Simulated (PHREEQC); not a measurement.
Dissolve 0.12 mol/kgw NiSO4, 0.0047 mol/kgw CuCl2 and 5.8e-05 mol/kgw NaCl at 79 °C. Closed to the air; pH follows from the charge balance.

Model: ion-association model, wateq4f.dat, run in PHREEQC.

Each row changes one thing in this solution. Precipitation was switched off in this run.

```csv
case,pH,ionic strength (mol/kgw),SO4-2 (mol/kgw),Cl- (mol/kgw),HSO4- (mol/kgw),Na+ (mol/kgw),SI of Halite (NaCl),SI of Mirabilite (Na2SO4:10H2O)
as made,4.95,0.248,0.0584,0.00898,8.69e-5,5.31e-5,-8.33,-11.75
NiSO4 replaced by Li2SO4 at the same molality,5.08,0.323,0.0969,0.00935,9.87e-5,5.10e-5,-8.35,-11.64
CuCl2 replaced by MnCl2 at the same molality,5.54,0.246,0.0580,0.00909,2.25e-5,5.31e-5,-8.33,-11.75
temperature from 79 to 60 °C,5.08,0.249,0.0588,0.00902,3.95e-5,5.33e-5,-8.28,-11.03
NaCl from 5.8e-05 to 2.9e-05 mol/kgw,4.95,0.247,0.0584,0.00895,8.69e-5,2.66e-5,-8.63,-12.35
NiSO4 from 0.12 to 0.06 mol/kgw,4.85,0.140,0.0316,0.00905,7.07e-5,5.46e-5,-8.27,-11.84
CuCl2 from 0.0047 to 0.00094 mol/kgw,5.35,0.240,0.0591,0.00186,3.54e-5,5.30e-5,-9.01,-11.73
```

Some of these states are supersaturated (in Atacamite, Tenorite (slow to form), for instance). At this temperature some constants are extrapolated from 25 °C, and those without enthalpy data are left unchanged.
